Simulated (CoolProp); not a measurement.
c-C4F8 (RC318) along the isotherm 238.3 K: Z from the reference equation and from simpler models built on Tc = 388.4 K, pc = 2778 kPa, ω = 0.355; each cubic takes its own stable root.

Values from CoolProp's reference Helmholtz-energy equation of state, Platzer 1990. This equation is an older, rougher fit; its heat capacities, sound speeds and derivatives of the liquid may be far off and weren't checked against measurements.

```json
[
 {"p (kPa)": "92.6", "phase": "liquid", "reference": "0.005456", "Redlich-Kwong": "0.006054", "Soave-Redlich-Kwong": "0.005782"},
 {"p (kPa)": "185", "phase": "liquid", "reference": "0.01090", "Redlich-Kwong": "0.01209", "Soave-Redlich-Kwong": "0.01155"},
 {"p (kPa)": "278", "phase": "liquid", "reference": "0.01637", "Redlich-Kwong": "0.01816", "Soave-Redlich-Kwong": "0.01735"},
 {"p (kPa)": "370", "phase": "liquid", "reference": "0.02179", "Redlich-Kwong": "0.02416", "Soave-Redlich-Kwong": "0.02308"},
 {"p (kPa)": "463", "phase": "liquid", "reference": "0.02726", "Redlich-Kwong": "0.03021", "Soave-Redlich-Kwong": "0.02888"},
 {"p (kPa)": "556", "phase": "liquid", "reference": "0.03273", "Redlich-Kwong": "0.03627", "Soave-Redlich-Kwong": "0.03467"},
 {"p (kPa)": "648", "phase": "liquid", "reference": "0.03814", "Redlich-Kwong": "0.04225", "Soave-Redlich-Kwong": "0.04040"},
 {"p (kPa)": "741", "phase": "liquid", "reference": "0.04361", "Redlich-Kwong": "0.04829", "Soave-Redlich-Kwong": "0.04618"},
 {"p (kPa)": "833", "phase": "liquid", "reference": "0.04901", "Redlich-Kwong": "0.05426", "Soave-Redlich-Kwong": "0.05190"},
 {"p (kPa)": "926", "phase": "liquid", "reference": "0.05448", "Redlich-Kwong": "0.06029", "Soave-Redlich-Kwong": "0.05768"},
 {"p (kPa)": "1020", "phase": "liquid", "reference": "0.06000", "Redlich-Kwong": "0.06639", "Soave-Redlich-Kwong": "0.06352"},
 {"p (kPa)": "1110", "phase": "liquid", "reference": "0.06528", "Redlich-Kwong": "0.07221", "Soave-Redlich-Kwong": "0.06910"},
 {"p (kPa)": "1200", "phase": "liquid", "reference": "0.07056", "Redlich-Kwong": "0.07804", "Soave-Redlich-Kwong": "0.07469"},
 {"p (kPa)": "1300", "phase": "liquid", "reference": "0.07643", "Redlich-Kwong": "0.08450", "Soave-Redlich-Kwong": "0.08089"},
 {"p (kPa)": "1390", "phase": "liquid", "reference": "0.08170", "Redlich-Kwong": "0.09031", "Soave-Redlich-Kwong": "0.08646"}
]
```
